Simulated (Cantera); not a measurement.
Feed: 1 mol BN, 0.016 mol N2, equilibrated at 2875 K and 12.0 mbar.

Method: chemical equilibrium by Gibbs-energy minimisation in Cantera with the NASA 1993 tables (ideal gas, pure condensed phases). Candidate condensed phases: B, BN; 5 gas species. Rates play no part.

Task: What is the equilibrium state?

Result: 
* **x(N2)**: 0.833
* **x(B)**: 0.163
* **x(BN)**: 0.00361
* **x(B2)**: 0.000109
* **x(N)**: 5.01e-5
* **n(B(l))**: 0.897 mol
* **gas amount**: 0.6178 mol
